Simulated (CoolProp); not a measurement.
A closed Brayton cycle with nitrogen: compressor inlet 314.15 K and 3.2 MPa, high pressure 10.6 MPa, turbine inlet 880 K, compressor efficiency 0.85, turbine efficiency 0.93, recuperator effectiveness 0.8 (on enthalpy, no pinch check). Each further row changes one setting.

Values from CoolProp's reference Helmholtz-energy equation of state, Span 2000.

```tsv
case	thermal efficiency (%)	net work (kJ/kg)	compressor to turbine work	compressor exit (K)	turbine exit (K)
as stated	___	95.4	0.63	466.3	655.8
turbine inlet 830 K	29.2	80.6	___	466.3	616.7
compressor inlet 324.15 K	30.5	90.1	0.65	480.9	655.8
high pressure 9.01 MPa	32.3	90.4	0.60	442.5	682.8
recuperator effectiveness 0.5	___	95.4	0.63	466.3	655.8
```

Q: Complete the blanks.

A: 
- as stated, thermal efficiency (%): 31.8
- turbine inlet 830 K, compressor to turbine work: 0.67
- recuperator effectiveness 0.5, thermal efficiency (%): 26.4
